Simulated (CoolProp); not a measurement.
Values from CoolProp's reference Helmholtz-energy equation of state, Lemmon 2006. It is a short technical equation, of lower accuracy than the large ones.

Problem. For nitrous oxide, give the phase and the speed of sound (m/s), Joule-Thomson coefficient (K/MPa) at 190.15 °C and 11 kPa.

Solution. 
- 190.15 °C and 11 kPa: gas; speed of sound 328, Joule-Thomson coefficient 4.05
